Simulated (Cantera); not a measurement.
What does this Cantera script print?

```python
import numpy as np
import cantera as ct

surf = ct.Interface("ptcombust.yaml", "Pt_surf")
gas = surf.adjacent["gas"]
gas.TPX = 875, 150000, {'CO': 0.0058, 'O2': 0.033, 'N2': 0.79}
surf.TP = 875, 150000
reactor = ct.FlowReactor(gas, clone=False)
reactor.area = 0.0001  # m2
reactor.surface_area_to_volume_ratio = 560  # 1/m
reactor.mass_flow_rate = 2.3 * reactor.area * gas.density  # inlet velocity 2.3 m/s
reactor.energy_enabled = False
wall = ct.ReactorSurface(surf, reactor, clone=False)
net = ct.ReactorNet([reactor])
net.rtol, net.atol = 1e-8, 1e-16
show, cover = ['CO', 'O2', 'H2O', 'CO2'], ['PT(S)', 'H(S)', 'O(S)', 'OH(S)', 'CO(S)', 'C(S)']

rows = []
print(f"{'z/m':>9s}{'u/(m/s)':>9s}" + "".join(f"{s:>13s}" for s in show + cover))
for z in [0.00036, 0.00063, 0.0011, 0.002, 0.0036, 0.0063, 0.011, 0.02, 0.036]:
    net.advance(z)
    rows.append([reactor.speed, *gas[show].X, *surf[cover].coverages])
    print(f"{z:9.4g}{rows[-1][0]:9.3g}" + "".join(f"{x:13.4e}" for x in rows[-1][1:]))
```

Result:

```
      z/m  u/(m/s)           CO           O2          H2O          CO2        PT(S)         H(S)         O(S)        OH(S)        CO(S)         C(S)
  0.00036     2.29   1.2558e-03   3.7050e-02  -1.0043e-30   5.7624e-03   1.3622e-01   5.1005e-24   8.6253e-01   2.6503e-19   1.2492e-03   3.1031e-15
  0.00063     2.29   8.8369e-04   3.6871e-02   2.9720e-32   6.1358e-03   1.2121e-01   3.7377e-24   8.7810e-01   1.3240e-19   6.8448e-04   1.4861e-15
   0.0011     2.29   5.3378e-04   3.6702e-02   6.2965e-29   6.4870e-03   1.1161e-01   4.2012e-24   8.8804e-01   1.8014e-19   3.4687e-04   6.8569e-16
    0.002     2.29   2.3050e-04   3.6556e-02   1.4386e-28   6.7913e-03   1.0524e-01   2.9974e-24   8.9463e-01   1.3596e-19   1.3226e-04   2.4473e-16
   0.0036     2.29   5.8468e-05   3.6473e-02   7.4486e-30   6.9640e-03   1.0218e-01   7.7009e-24   8.9779e-01  -9.5874e-20   3.1520e-05   5.6425e-17
   0.0063     2.29   6.2362e-06   3.6448e-02  -1.9428e-30   7.0164e-03   1.0131e-01   1.1070e-24   8.9868e-01   9.2415e-20   3.3021e-06   5.8552e-18
    0.011     2.29   1.3023e-07   3.6445e-02   1.8822e-31   7.0225e-03   1.0121e-01   1.9332e-24   8.9879e-01   9.1846e-20   6.8816e-08   1.2189e-19
     0.02     2.29   7.9236e-11   3.6445e-02   1.3741e-33   7.0226e-03   1.0121e-01   1.8447e-24   8.9879e-01   8.7642e-20   4.1867e-11   7.4155e-23
    0.036     2.29   1.0344e-16   3.6445e-02  -1.6233e-35   7.0226e-03   1.0121e-01   1.6985e-24   8.9879e-01   8.0697e-20   5.4386e-17   9.6351e-29
```

Cantera simulation using Deutschmann's 1995 Pt surface mechanism with GRI-Mech 3.0 gas chemistry; the numbers are that mechanism's predictions, not measurements. Catalytic surfaces can have several steady states; this one follows from the mechanism file's or the stated starting coverage. Mass transfer to the wall is taken as infinitely fast.
